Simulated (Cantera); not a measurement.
Sublimation and decomposition of ceramics: SiC + Si + H₂

Feed: 1 mol SiC, 0.34 mol Si, 3.6 mol H₂, held at 15.0 mbar.

Method: chemical equilibrium by Gibbs-energy minimisation in Cantera with the NASA 1993 tables (ideal gas, pure condensed phases). Candidate condensed phases: C, C₆H₆, C₇H₈, C₈H₁₈, Si, SiC; 87 gas species. Mutual solubility and eutectic melting of coexisting phases are not modelled. Gases not in the tables: Si₂H₆ and higher silanes. Kinetics and transport are ignored.

```json
[
 {"T (°C)": "1577", "x H₂": "0.995", "x H": "0.00439", "x Si": "0.000430", "x SiH": "5.21e-5", "n Si(l)": "0.338", "n SiC(s)": "1.000"},
 {"T (°C)": "1627", "x H₂": "0.993", "x H": "0.00646", "x Si": "0.000841", "x SiH": "8.90e-5", "n Si(l)": "0.336", "n SiC(s)": "1.000"},
 {"T (°C)": "1677", "x H₂": "0.989", "x H": "0.00931", "x Si": "0.00159", "x SiH": "0.000148", "n Si(l)": "0.333", "n SiC(s)": "1.000"},
 {"T (°C)": "1727", "x H₂": "0.983", "x H": "0.0132", "x Si": "0.00290", "x SiH": "0.000239", "n Si(l)": "0.328", "n SiC(s)": "1.000"},
 {"T (°C)": "1777", "x H₂": "0.976", "x H": "0.0183", "x Si": "0.00515", "x SiH": "0.000377", "n Si(l)": "0.318", "n SiC(s)": "0.999"},
 {"T (°C)": "1827", "x H₂": "0.965", "x H": "0.0250", "x Si": "0.00889", "x SiH": "0.000581", "n Si(l)": "0.302", "n SiC(s)": "0.999"},
 {"T (°C)": "1877", "x H₂": "0.949", "x H": "0.0336", "x Si": "0.0150", "x SiH": "0.000873", "n Si(l)": "0.276", "n SiC(s)": "0.997"}
]
```
x: gas mole fraction; n: condensed amount in mol.

From 1577 °C to 1877 °C the condensed part is Si(l) + SiC(s). The main Si-bearing gas is Si throughout. The share of Si in condensed phases is highest at 1577 °C (99.9 %) and lowest at 1877 °C (95.0 %).
